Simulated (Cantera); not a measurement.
Charge: 1 mol Cr, 6.6 mol O₂, 2.2 mol N₂, equilibrated at 2150 K and 0.00128 Torr.

Cantera equilibrium calculation (NASA polynomials, part measured and part estimated; ideal gas, pure solids and liquids). Candidate condensed phases: Cr, CrN, Cr₂N, Cr₂O₃; 14 gas species. Kinetics and transport are ignored.

Question: What is the equilibrium state?

Answer: 
```json
{
 "x(O)": "0.603",
 "x(O₂)": "0.162",
 "x(N₂)": "0.158",
 "x(Cr)": "0.0453",
 "x(CrO)": "0.0227",
 "x(CrO₂)": "0.00493",
 "x(NO)": "0.00442",
 "x(CrO₃)": "2.52e-6",
 "x(N)": "2.06e-6",
 "gas_amount": "13.71 mol",
 "log10 activity of Cr(l) (absent)": "-4.84"
}
```
